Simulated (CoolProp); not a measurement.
Properties of cis-2-butene at several states.

Model: reference Helmholtz-energy equation of state, Lemmon 2005, in CoolProp. It is a short technical equation, of lower accuracy than the large ones.

| T (°C) | p (MPa) | phase | cp (kJ/(kg K)) | cv (kJ/(kg K)) | Joule-Thomson coefficient (K/MPa) | isothermal compressibility (1/MPa) | fugacity coefficient |
|---|---|---|---|---|---|---|---|
| 43.45 | 0.905 | liquid | [?] | 1.569 | -0.2318 | 0.003219 | [?] |
| -94.15 | 15.3 | liquid | 1.967 | [?] | -0.5194 | 0.0006465 | 2.739e-5 |
| 77.05 | 9.7 | liquid | 2.419 | 1.674 | -0.1829 | 0.003765 | 0.1038 |
| 110.05 | 0.863 | gas | 1.947 | 1.686 | 15.42 | [?] | [?] |
| 126.15 | 1.42 | gas | 2.131 | 1.778 | 14.73 | [?] | 0.8466 |

Task: Fill in the missing entries.

Result: 
- 43.45, cp (kJ/(kg K)): 2.331
- 43.45, fugacity coefficient: 0.3823
- -94.15, cv (kJ/(kg K)): 1.346
- 110.05, isothermal compressibility (1/MPa): 1.335
- 110.05, fugacity coefficient: 0.8929
- 126.15, isothermal compressibility (1/MPa): 0.8911
